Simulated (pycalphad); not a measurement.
Effect of Si content in Al-Si-Mg

All values are pycalphad results on the COST 507 light-alloy database (1999) (1 atm), not direct measurements. The database dates from 1999; later assessments differ in places, in temperatures and in the compounds included. Amounts are mole fractions of atoms.

```tsv
alloy	liquidus (K)	first solid	solidus (K)	phases at 500 K
Al-0.23Si-0.64Mg (at.%)	929	FCC_A1	909	FCC_A1 0.99, MG2SI 0.01
Al-0.46Si-0.64Mg (at.%)	928	FCC_A1	893	FCC_A1 0.99, MG2SI 0.01, DIAMOND_A4 under 0.01
Al-0.93Si-0.64Mg (at.%)	925	FCC_A1	860	FCC_A1 0.98, MG2SI 0.01, DIAMOND_A4 0.01
Al-1.39Si-0.64Mg (at.%)	922	FCC_A1	833	FCC_A1 0.98, DIAMOND_A4 0.01, MG2SI 0.01
Al-2.79Si-0.64Mg (at.%)	913	FCC_A1	832	FCC_A1 0.97, DIAMOND_A4 0.02, MG2SI 0.01
Al-3.72Si-0.64Mg (at.%)	908	FCC_A1	832	FCC_A1 0.96, DIAMOND_A4 0.03, MG2SI 0.01
```

Database names, with the compositions (at.%) that they take in these runs: MG2SI: Mg 67 Si 33. FCC_A1 is fcc; DIAMOND_A4 is diamond (Si).
